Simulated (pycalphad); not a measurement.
Computed with pycalphad from the COST 507 light-alloy database (1999), at 1 atm. The database dates from 1999; later assessments differ in places, in temperatures and in the compounds included. Diffusion is slow at the low end, where real alloys seldom reach equilibrium.

**Al-0.41Si-8.04C (at.%): equilibrium cooling sequence**

```tsv
T (°C)	phases above	phases below
657.3	AL4C3 + LIQUID	AL4C3 + FCC_A1 + LIQUID
654.6	AL4C3 + FCC_A1 + LIQUID	AL4C3 + AL8SIC7 + FCC_A1
```

Changes were sought between steps of 40 K, so a narrower field can be missed. At the top of the range, 1577 °C, the alloy is not yet fully liquid: it holds LIQUID + AL4C3.

Database names, with the compositions (at.%) that they take in these runs: AL4C3: Al 57 C 43; AL8SIC7: Al 50 C 44 Si 6. FCC_A1 is fcc.
